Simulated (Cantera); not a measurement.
Input: 1 mol Fe, 0.038 mol CO2, 280 mol H2, held at 16.5 Torr.

These are equilibrium values from Cantera (NASA tables, ideal gas, pure condensed phases), not measurements of a reactor. Candidate condensed phases: C, C6H6, C7H8, C8H18, Fe, Fe(CO)5, FeO, Fe(OH)2, Fe(OH)3, Fe2O3, Fe3O4, H2O; 114 gas species. Rates play no part.

Which condensed phases are stable at each of these points (T (°C)): 525, 600, 675, 750, 825, 900, 975, 1050, 1125, 1200?


| T (°C) | condensed phases | Fe condensed (%) |
|---|---|---|
| 525 | Fe(α) | 100.0 |
| 600 | Fe(α) | 100.0 |
| 675 | Fe(α) | 100.0 |
| 750 | Fe(α) | 100.0 |
| 825 | Fe(α) | 100.0 |
| 900 | Fe(α) | 100.0 |
| 975 | Fe(γ) | 100.0 |
| 1050 | Fe(γ) | 100.0 |
| 1125 | Fe(γ) | 100.0 |
| 1200 | Fe(γ) | 99.9 |

From 525 °C to 900 °C the condensed part is Fe(α). From 975 °C to 1200 °C the condensed part is Fe(γ).
